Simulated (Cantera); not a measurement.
Equilibrium for carbothermic reduction: Fe₃O₄ + CH₄ + CO

Feed: 1 mol Fe₃O₄, 3.6 mol CH₄, 1.4 mol CO, equilibrated at 49.0 Pa.

Equilibrium computed with Cantera from the NASA thermochemical tables; the gas is ideal and each condensed phase is pure. Candidate condensed phases: C, C₆H₆, C₇H₈, C₈H₁₈, Fe, Fe(CO)₅, FeO, Fe(OH)₂, Fe(OH)₃, Fe₂O₃, Fe₃O₄, H₂O; 114 gas species. Rates play no part.

| T (K) | x H₂ | x CO | x H | x Fe | x H₂O | x CO₂ |
|---|---|---|---|---|---|---|
| 2023 | 0.411 | 0.316 | 0.0550 | 0.192 | 0.0215 | 0.00354 |
| 2048 | 0.405 | 0.315 | 0.0643 | 0.191 | 0.0213 | 0.00349 |
| 2073 | 0.397 | 0.313 | 0.0749 | 0.190 | 0.0211 | 0.00344 |
| 2098 | 0.389 | 0.311 | 0.0867 | 0.188 | 0.0209 | 0.00339 |
| 2123 | 0.379 | 0.309 | 0.0998 | 0.187 | 0.0206 | 0.00334 |
| 2148 | 0.369 | 0.307 | 0.114 | 0.186 | 0.0202 | 0.00330 |
| 2173 | 0.357 | 0.304 | 0.130 | 0.184 | 0.0198 | 0.00325 |
| 2198 | 0.345 | 0.301 | 0.148 | 0.182 | 0.0193 | 0.00320 |
| 2223 | 0.331 | 0.298 | 0.166 | 0.180 | 0.0188 | 0.00315 |
| 2248 | 0.317 | 0.295 | 0.187 | 0.178 | 0.0181 | 0.00310 |
| 2273 | 0.301 | 0.291 | 0.208 | 0.176 | 0.0173 | 0.00304 |
| 2298 | 0.285 | 0.287 | 0.231 | 0.174 | 0.0165 | 0.00297 |
| 2323 | 0.268 | 0.283 | 0.255 | 0.171 | 0.0155 | 0.00289 |
x: gas mole fraction; nothing condenses.

From 2023 K to 2323 K nothing is condensed. The main Fe-bearing gas is Fe throughout.
